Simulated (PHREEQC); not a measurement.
0.95 g of hydrous ferric oxide (600 m²/g; 0.2 weak and 0.005 strong sites per Fe, Dzombak-Morel constants, diffuse double layer) in 1 kg of water with 0.1 mol/kgw of an inert sodium salt, at 25 °C; the pH is set by adding NaOH or the inert anion's acid. Oxygen alone is held at its pressure in air (log pO2 = -0.68). No CO2 enters from the air. Nothing may precipitate in this run.

Equilibrium calculation in PHREEQC: ion-association model, wateq4f.dat.

```csv
pH,surface charge σ (C/m²),surface potential ψ (mV)
3,0.363,152
3.38,0.355,151
3.75,0.338,149
4.12,0.311,145
4.5,0.273,138
4.88,0.229,129
5.25,0.186,119
5.62,0.147,107
6,0.111,93
6.38,0.082,79
6.75,0.058,63
7.12,0.039,47
7.5,0.022,29
7.88,0.008,11
8.25,-0.005,-7
8.62,-0.019,-25
9,-0.034,-42
```

Complexes and solids missing from the database can't appear. The oxide is taken as insoluble; below pH 4 it would dissolve.
